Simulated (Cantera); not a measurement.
Source: NASA polynomial tables (part measured, part estimated), evaluated in Cantera. Values are per mole of reaction as written; species without (g) are pure solids or liquids, kept so even where they would boil at 1 bar. TaC: taken at fixed stoichiometry.

Ta2O5 + 5 TaC ⇌ 5 CO(g) + 7 Ta

| T (K) | ΔH° (kJ) | ΔS° (J/K) | ΔG° (kJ) | log10 K | condensed phases |
|---|---|---|---|---|---|
| 300 | (withheld) | (withheld) | (withheld) | (withheld) | Ta2O5(s), TaC(s), Ta(s) |
| 2673 | (withheld) | (withheld) | (withheld) | (withheld) | Ta2O5(l), TaC(s), Ta(s) |
| 2723 | 1874.2 | 709.5 | -57.8 | 1.11 | Ta2O5(l), TaC(s), Ta(s) |
| 2773 | 1867.9 | 707.2 | -93.3 | 1.76 | Ta2O5(l), TaC(s), Ta(s) |
| 2823 | 1861.7 | 705.0 | -128.6 | 2.38 | Ta2O5(l), TaC(s), Ta(s) |
| 2873 | 1855.6 | 702.9 | -163.8 | 2.98 | Ta2O5(l), TaC(s), Ta(s) |
| 2923 | (withheld) | (withheld) | (withheld) | (withheld) | Ta2O5(l), TaC(s), Ta(s) |
| 2973 | 1843.9 | 698.9 | -233.8 | 4.11 | Ta2O5(l), TaC(s), Ta(s) |

**Question.** Some entries are withheld; supply them.

**Answer.** 
- 300, ΔH° (kJ): 2213.8
- 300, ΔS° (J/K): 923.5
- 300, ΔG° (kJ): 1936.8
- 300, log10 K: -337.22
- 2673, ΔH° (kJ): 1880.6
- 2673, ΔS° (J/K): 711.9
- 2673, ΔG° (kJ): -22.3
- 2673, log10 K: 0.44
- 2923, ΔH° (kJ): 1849.7
- 2923, ΔS° (J/K): 700.8
- 2923, ΔG° (kJ): -198.9
- 2923, log10 K: 3.55
